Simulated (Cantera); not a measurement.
A perfectly stirred reactor is fed with NH3 : N2 = 1 : 4.2 (molar parts), at 368 Torr; it is held at 2125 K, and followed from long to short residence time.

Computed with Cantera and the gas-phase N/H chemistry of the illustrative SiF4/NH3 mechanism in the Surface Chemkin manual (1991). Walls and surfaces, which speed up NH3 decomposition in real reactors, are not modelled.

Task: What does this change do: temperature 2125 to 2075 K?

Result: 
```json
[
 {"quantity": "x(NH3) at τ = 4.80 s", "before": "0.000672", "after": "0.00132"},
 {"quantity": "x(H2) at τ = 4.80 s", "before": "0.240", "after": "0.239"},
 {"quantity": "x(NH2) at τ = 4.80 s", "before": "1.63e-5", "after": "2.06e-5"},
 {"quantity": "x(N) at τ = 4.80 s", "before": "2.09e-6", "after": "1.38e-6"},
 {"quantity": "x(N2H2) at τ = 4.80 s", "before": "3.80e-9", "after": "5.83e-9"},
 {"quantity": "x(NH3) at τ = 78.0 ms", "before": "0.0420", "after": "0.0598"},
 {"quantity": "x(H2) at τ = 78.0 ms", "before": "0.189", "after": "0.166"},
 {"quantity": "x(NH2) at τ = 78.0 ms", "before": "0.000272", "after": "0.000284"},
 {"quantity": "x(N) at τ = 78.0 ms", "before": "2.16e-6", "after": "1.48e-6"},
 {"quantity": "x(N2H2) at τ = 78.0 ms", "before": "3.34e-7", "after": "4.01e-7"}
]
```
